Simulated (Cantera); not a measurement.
An adiabatic, constant-pressure homogeneous reactor starts with 19.6 % H2, 16.9 % O2, 63.5 % N2, equivalence ratio 0.58, at 1448 K and 500000 Pa.

Model: GRI-Mech 3.0 (53 species, 325 reactions), integrated in Cantera. The hydrogen kinetics of GRI-Mech 3.0 are dated; newer H2 mechanisms differ, most at raised pressure.

x: mole fraction; the columns are a selection and need not sum to one.

```csv
t (s),T (K),x H2,x O2,x H,x H2O2,x NO,x NO2
9.00e-6,2530,0.0106,0.0728,0.00642,9.23e-7,0.000110,?
2.35e-5,2672,0.00468,0.0738,0.00170,1.19e-6,0.000294,?
6.11e-5,2677,0.00442,0.0737,0.00156,1.23e-6,0.000703,?
0.000159,2676,0.00441,0.0732,0.00155,1.22e-6,0.00173,?
0.000415,2672,0.00438,0.0721,0.00152,1.20e-6,0.00417,?
0.00108,2665,0.00433,0.0699,0.00147,1.17e-6,0.00889,?
0.00282,2657,0.00427,0.0675,0.00142,1.14e-6,0.0141,?
0.00735,2655,0.00425,0.0667,0.00140,1.13e-6,0.0157,1.51e-5
0.0192,2655,0.00425,0.0667,0.00140,1.13e-6,0.0157,1.51e-5
0.0499,2655,0.00425,0.0667,0.00140,1.13e-6,0.0157,1.51e-5
0.130,2655,0.00425,0.0667,0.00140,1.13e-6,0.0157,1.51e-5
0.339,2655,0.00425,0.0667,0.00140,1.13e-6,0.0157,1.51e-5
0.883,2655,0.00425,0.0667,0.00140,1.13e-6,0.0157,1.51e-5
2.30,2655,0.00425,0.0667,0.00140,1.13e-6,0.0157,1.51e-5
6.00,2655,0.00425,0.0667,0.00140,1.13e-6,0.0157,1.51e-5
```

Complete the blanks.


- 9.00e-6, x NO2: 1.08e-7
- 2.35e-5, x NO2: 2.93e-7
- 6.11e-5, x NO2: 6.95e-7
- 0.000159, x NO2: 1.71e-6
- 0.000415, x NO2: 4.10e-6
- 0.00108, x NO2: 8.66e-6
- 0.00282, x NO2: 1.36e-5
